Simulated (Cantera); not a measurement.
A freely propagating, adiabatic, planar premixed flame of C2H4 : O2 : N2 : CO2 = 1 : 2.73 : 11.2 : 2.5 (molar parts), unburnt at 575 K and 6900 Torr; mixture-averaged transport, grid criteria slope 0.08 and curve 0.16, no radiation.

Cantera simulation using GRI-Mech 3.0 (53 species, 325 reactions); the numbers are that mechanism's predictions, not measurements. GRI-Mech 3.0 was tuned for natural gas; its chemistry of ethylene as a main component is partial and can be far from experiment. Burning velocities carry a grid error of a few per cent, more on coarse grids.

x: mole fraction of selected species; z is measured from the peak of heat release.

| z (mm) | T (K) | u (m/s) | x C2H4 | x O2 | x CO2 | x CH2CO | x HO2 | x H2O |
|---|---|---|---|---|---|---|---|---|
| -0.173 | 575 | 0.628 | 0.0573 | 0.156 | 0.143 | 1.22e-7 | 3.45e-7 | 8.89e-5 |
| -0.115 | 577 | 0.630 | 0.0572 | 0.156 | 0.143 | 1.05e-6 | 2.17e-6 | 0.000471 |
| -0.0864 | 583 | 0.638 | 0.0570 | 0.155 | 0.143 | 5.42e-6 | 8.08e-6 | 0.00146 |
| -0.0576 | 621 | 0.681 | 0.0559 | 0.151 | 0.143 | 5.07e-5 | 4.85e-5 | 0.00620 |
| -0.0288 | (withheld) | 0.982 | 0.0450 | 0.126 | 0.144 | 0.000761 | 0.000460 | 0.0302 |
| -0.0144 | (withheld) | 1.39 | 0.0269 | 0.0910 | 0.149 | 0.00232 | 0.000748 | 0.0564 |
| 0 | (withheld) | 1.82 | 0.00732 | 0.0529 | 0.159 | 0.00244 | 0.000328 | 0.0827 |
| 0.0144 | 1817 | 2.07 | 0.000648 | 0.0298 | 0.172 | 0.000586 | 7.74e-5 | 0.0969 |
| 0.0288 | 1912 | 2.17 | 2.15e-5 | 0.0193 | 0.184 | 5.27e-5 | 3.25e-5 | 0.102 |
| 0.0576 | 2002 | 2.25 | 1.78e-8 | 0.0119 | 0.198 | 2.50e-7 | 1.55e-5 | 0.104 |
| 0.115 | 2080 | 2.33 | <1e-8 | 0.00718 | 0.208 | <1e-8 | 6.94e-6 | 0.107 |
| 0.230 | 2135 | 2.38 | <1e-8 | 0.00398 | 0.215 | <1e-8 | 2.79e-6 | 0.109 |
| 0.461 | 2168 | 2.41 | <1e-8 | 0.00203 | 0.220 | <1e-8 | 1.07e-6 | 0.110 |

Problem. Complete the blanks.

Solution. 
- -0.0288, T (K): 884
- -0.0144, T (K): 1233
- 0, T (K): 1603
